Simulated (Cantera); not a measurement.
An isothermal, constant-pressure homogeneous reactor starts with N2O : H2 : N2 = 1 : 0.012 : 2.5 (molar parts), at 1275 K and 1.01 bar. Integrator tolerance rtol = 1e-08.

Model: GRI-Mech 3.0 (53 species, 325 reactions), integrated in Cantera. GRI-Mech 3.0 was tuned for natural gas; its chemistry of N2O as a main component is partial and can be far from experiment. The mechanism lacks the step 2 NO + O2 → 2 NO2, which can matter for NO2 below about 1400 K. The temperature is held fixed by assumption; the heat of reaction is taken as removed at once.

Q: What does this change do: pressure from 1.01 bar to 58.5 Torr?

A: 
| quantity | before | after |
|---|---|---|
| x(N2O) at 3.00 s | 0.00284 (gas-phase equilibrium 1.93e-8) | 0.153 (gas-phase equilibrium 5.37e-9) |
| x(H2) at 3.00 s | 1.56e-9 (gas-phase equilibrium 4.71e-10) | 3.94e-8 (gas-phase equilibrium 1.70e-9) |
| x(N2) at 3.00 s | 0.860 (gas-phase equilibrium 0.874) | 0.781 (gas-phase equilibrium 0.874) |
| x(H2O) at 3.00 s | 0.00300 (gas-phase equilibrium 0.00299) | 0.00322 (gas-phase equilibrium 0.00299) |
| x(H) at 3.00 s | 1.17e-10 (gas-phase equilibrium 1.60e-11) | 1.41e-8 (gas-phase equilibrium 1.09e-10) |
| x(NO) at 3.00 s | 0.0234 (gas-phase equilibrium 0.000272) | 0.0142 (gas-phase equilibrium 0.000272) |
| x(HO2) at 3.00 s | 8.10e-9 (gas-phase equilibrium 3.42e-9) | 4.37e-8 (gas-phase equilibrium 1.80e-9) |
